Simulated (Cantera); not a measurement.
A closed system holds: 1 mol (CH3)2SiCl2, 0.17 mol CH4, 1.3 mol H2, held at 1330 Pa.

Cantera equilibrium calculation (NASA polynomials, part measured and part estimated; ideal gas, pure solids and liquids). Candidate condensed phases: C, C6H6, C7H8, C8H18, Si, SiC; 109 gas species. The feed counts by its element totals alone. Equilibrium is a limit: real reactors are often held back by kinetics, nucleation or transport.

Over these rows the condensed part is C(graphite) + SiC(s). Partial pressures as log10 of bar:

| T (K) | 1000/T (1/K) | log p SiCl4 | log p H2 | log p HCl |
|---|---|---|---|---|
| 998 | 1.0020 | -3.21 | -1.99 | -2.62 |
| 1198 | 0.8347 | ? | -2.05 | -2.37 |
| 1398 | 0.7153 | -5.04 | -2.06 | -2.34 |
| 1598 | 0.6258 | -6.02 | -2.06 | -2.34 |
| 1798 | 0.5562 | -6.83 | -2.06 | -2.36 |
| 1998 | 0.5005 | -7.52 | -2.06 | -2.39 |

**Question.** Fit log p(SiCl4) = a + b·(1000/T) to the five rows, give the apparent enthalpy, and predict the row at 1198 K.

**Answer.** Means: 1000/T = 0.6800, log p = -5.724. Sxy = 1.309001, Sxx = 0.1554144, so b = 8.42 and a = -5.724 − (8.42)×0.6800 = -11.45.
Apparent enthalpy: −19.145 × (8.42) = -161 kJ/mol. With the condensed phases at unit activity, SiC(s) + 4 HCl(g) = SiCl4(g) + C(graphite) + 2 H2(g) links this pressure to the main gases: over the six rows their terms move log p by +1.06 in all, so the slope isn't that reaction's ΔH° alone. The five rows lie within 0.39 of the line; that is curvature, so one enthalpy describes this range poorly.
Prediction at 1198 K: -11.45 + (8.42)×0.8347 = -4.42. The computed value is -3.93, 0.49 from the line.
